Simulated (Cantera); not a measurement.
Feed: 1 mol Si2H6, 0.29 mol HCl, 3.1 mol H2, held at 1.00 bar.

Equilibrium computed with Cantera from the NASA thermochemical tables; the gas is ideal and each condensed phase is pure. Candidate condensed phases: Si; 19 gas species. The feed counts by its element totals alone. The tables' values for SiCl3 are old estimates; treat these amounts as uncertain. Rates play no part.

x: gas mole fraction; n: condensed amount in mol.

```json
[
 {"T (°C)": "577", "x H2": "0.985", "x HCl": "0.00130", "x SiHCl3": "0.00698", "x SiCl4": "0.00554", "n Si(s)": "1.92"},
 {"T (°C)": "627", "x H2": "0.985", "x HCl": "0.00225", "x SiHCl3": "0.00675", "x SiCl4": "0.00544", "n Si(s)": "1.92"},
 {"T (°C)": "677", "x H2": "0.984", "x HCl": "0.00368", "x SiHCl3": "0.00646", "x SiCl4": "0.00526", "n Si(s)": "1.92"},
 {"T (°C)": "727", "x H2": "0.982", "x HCl": "0.00566", "x SiHCl3": "0.00609", "x SiCl4": "0.00498", "n Si(s)": "1.92"},
 {"T (°C)": "777", "x H2": "0.980", "x HCl": "0.00829", "x SiHCl3": "0.00562", "x SiCl4": "0.00458", "n Si(s)": "1.93"},
 {"T (°C)": "827", "x H2": "0.978", "x HCl": "0.0116", "x SiHCl3": "0.00504", "x SiCl4": "0.00405", "n Si(s)": "1.93"},
 {"T (°C)": "877", "x H2": "0.975", "x HCl": "0.0154", "x SiHCl3": "0.00435", "x SiCl4": "0.00339", "n Si(s)": "1.94"},
 {"T (°C)": "927", "x H2": "0.972", "x HCl": "0.0197", "x SiHCl3": "0.00356", "x SiCl4": "0.00265", "n Si(s)": "1.95"},
 {"T (°C)": "977", "x H2": "0.969", "x HCl": "?", "x SiHCl3": "?", "x SiCl4": "?", "n Si(s)": "1.95"},
 {"T (°C)": "1027", "x H2": "0.966", "x HCl": "?", "x SiHCl3": "?", "x SiCl4": "?", "n Si(s)": "1.96"},
 {"T (°C)": "1077", "x H2": "0.964", "x HCl": "0.0307", "x SiHCl3": "0.00129", "x SiCl4": "0.000717", "n Si(s)": "1.96"}
]
```

Some entries are withheld; supply them.


- 1027, x HCl: 0.0277
- 1027, x SiHCl3: 0.00195
- 1027, x SiCl4: 0.00123
- 977, x HCl: 0.0239
- 977, x SiHCl3: 0.00274
- 977, x SiCl4: 0.00190
